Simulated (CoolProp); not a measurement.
Properties of decamethyltetrasiloxane (MD2M) at several states.

Model: reference Helmholtz-energy equation of state, Thol 2017, in CoolProp.

```
T (K)  p (MPa)   phase        Z  cp (kJ/(kg K))  cv (kJ/(kg K))  speed of sound (m/s)  isothermal compressibility (1/MPa)
-----  -------  ------  -------  --------------  --------------  --------------------  ----------------------------------
257.7    0.573  liquid  0.09338           1.629           1.318                     …                            0.001200
213.6    0.355  liquid  0.06641           1.549               …                  1253                           0.0008720
567.5    0.321     gas   0.8784               …           1.963                 108.8                               3.602
478.6     0.15  liquid  0.01794           2.139           1.855                 403.9                             0.01082
```

### Question
Fill in the missing entries.

### Answer

- 257.7, speed of sound (m/s): 1076
- 213.6, cv (kJ/(kg K)): 1.210
- 567.5, cp (kJ/(kg K)): 2.015
